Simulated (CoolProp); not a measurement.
Properties of hexamethyldisiloxane (MM) at several states (Tc = 245.6 °C, pc = 1.931 MPa, ω = 0.418).

Computed with CoolProp (reference Helmholtz-energy equation of state, Thol 2016).

```
T (°C)  p (MPa)   phase  density (kg/m³)  cv (kJ/(kg K))  isothermal compressibility (1/MPa)  expansivity (1/kK)  fugacity coefficient
------  -------  ------  ---------------  --------------  ----------------------------------  ------------------  --------------------
-39.85     0.67  liquid            826.9           1.409                            0.001204               1.222             0.0001023
141.75    0.715  liquid            623.5           1.837                            0.008227               2.254                0.3719
-46.15    0.933  liquid            833.5           1.400                            0.001141               1.211              4.131e-5
```
